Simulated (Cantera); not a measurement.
## Thermodynamics of fluorocarbon and chlorocarbon gases, feed CF₄ + HCl

A closed system holds: 1 mol CF₄, a varied amount of HCl, held at 1002 °C and 2.50 Pa.

Equilibrium computed with Cantera from the NASA thermochemical tables; the gas is ideal and each condensed phase is pure. Candidate condensed phases: C, C₆H₆, C₇H₈, C₈H₁₈; 118 gas species. Gases not in the tables: C₂F₆ and larger saturated fluorocarbons. The numbers say what is thermodynamically allowed, not how fast it happens.

From 0.099 mol HCl to 1.3 mol HCl the condensed part is C(graphite). The main C-bearing gas is CF₄ throughout. The share of C in condensed phases is highest at 1.3 mol HCl (31.3 %) and lowest at 0.099 mol HCl (2.4 %).

| n(HCl) (mol) | log p CF₄ | log p HF | log p Cl | log p Cl₂ | log p HCl | log p CClF₃ | log p CF₂ | log p F | n C(graphite) |
|---|---|---|---|---|---|---|---|---|---|
| 0.099 | -4.68 | -5.68 | -5.70 | -7.38 | -7.87 | -8.02 | -8.43 | -8.82 | 0.0244 |
| 0.13 | -4.70 | -5.58 | -5.60 | -7.20 | -7.68 | -7.94 | -8.44 | -8.83 | 0.0320 |
| 0.16 | -4.73 | -5.51 | -5.53 | -7.06 | -7.53 | -7.89 | -8.45 | -8.83 | 0.0394 |
| 0.2 | -4.75 | -5.43 | -5.46 | -6.92 | -7.38 | -7.84 | -8.47 | -8.84 | 0.0492 |
| 0.25 | -4.78 | -5.36 | -5.40 | -6.79 | -7.24 | -7.80 | -8.48 | -8.85 | 0.0614 |
| 0.32 | -4.83 | -5.29 | -5.33 | -6.66 | -7.09 | -7.76 | -8.50 | -8.86 | 0.0784 |
| 0.4 | -4.87 | -5.23 | -5.28 | -6.55 | -6.96 | -7.74 | -8.53 | -8.87 | 0.0978 |
| 0.51 | -4.93 | -5.17 | -5.22 | -6.44 | -6.83 | -7.73 | -8.56 | -8.88 | 0.124 |
| 0.64 | -4.99 | -5.12 | -5.18 | -6.35 | -6.72 | -7.73 | -8.59 | -8.90 | 0.156 |
| 0.8 | -5.06 | -5.08 | -5.14 | -6.27 | -6.62 | -7.75 | -8.62 | -8.92 | 0.194 |
| 1 | -5.15 | -5.04 | -5.11 | -6.20 | -6.53 | -7.78 | -8.66 | -8.94 | 0.242 |
| 1.3 | -5.26 | -5.00 | -5.07 | -6.13 | -6.43 | -7.83 | -8.72 | -8.97 | 0.313 |
log p: log10 of the partial pressure in bar; n: condensed amount in mol.
